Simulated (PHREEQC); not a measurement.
A PHREEQC input (ion-association model, phreeqc.dat):

```
SOLUTION 1
  temp 25
  units mg/L
  pH 7.51
  pe 12.6
  Na 82.5
  K 34.1
  Ca 154
  Mg 135
  Cl 241
  S(6) 290 as SO4
  C(4) 270 as HCO3
  Alkalinity 670 as HCO3
  Si 3.39 as SiO2
  F 0.0808
END
USE solution 1
EQUILIBRIUM_PHASES 1
  Quartz 0 0.5
  Fluorite 0 0
  CO2(g) -2 10
END
```

It stops with these messages:

```
WARNING: Maximum iterations exceeded, 100
WARNING: Maximum iterations exceeded, 100
WARNING: The program has failed to converge to a numerical solution.
ERROR:                 H(1) has not converged. Total: 1.100085e-02	Calculated: 4.325530e-03	Residual: 6.675321e-03
ERROR: Is non-carbonate alkalinity greater than total alkalinity?
ERROR:                 C(4) has not converged. Total: 4.433179e-03	Calculated: 2.134265e-03	Residual: 2.298914e-03
ERROR:                   Ca has not converged. Total: 3.849553e-03	Calculated: 1.607247e-03	Residual: 2.242306e-03
ERROR:                   Cl has not converged. Total: 6.810537e-03	Calculated: 6.912058e-03	Residual: -1.015215e-04
ERROR:                    F has not converged. Total: 4.261001e-06	Calculated: 3.789331e-06	Residual: 4.716702e-07
ERROR:                    K has not converged. Total: 8.737208e-04	Calculated: 8.871567e-04	Residual: -1.343584e-05
ERROR:                   Mg has not converged. Total: 5.563273e-03	Calculated: 2.888305e-03	Residual: 2.674968e-03
ERROR:                   Na has not converged. Total: 3.595307e-03	Calculated: 3.879670e-03	Residual: -2.843622e-04
ERROR:                 S(6) has not converged. Total: 3.024507e-03	Calculated: 2.741770e-03	Residual: 2.827366e-04
ERROR:                   Si has not converged. Total: 5.652700e-05	Calculated: 5.445027e-05	Residual: 2.076735e-06
ERROR:               A(H2O) Activity of water has not converged. 	Residual: 9.868133e+00
ERROR: Model failed to converge for initial solution  1.
```

**Question.** Why does the run stop?

**Answer.** The fault: total carbon typed beside alkalinity, so pH is recomputed from the two. The line should read `Alkalinity 670` where the input has `C(4) 270 as HCO3 / Alkalinity 670`. With the mend the run ends at pH 7.76 and ionic strength 0.0308 mol/kgw.
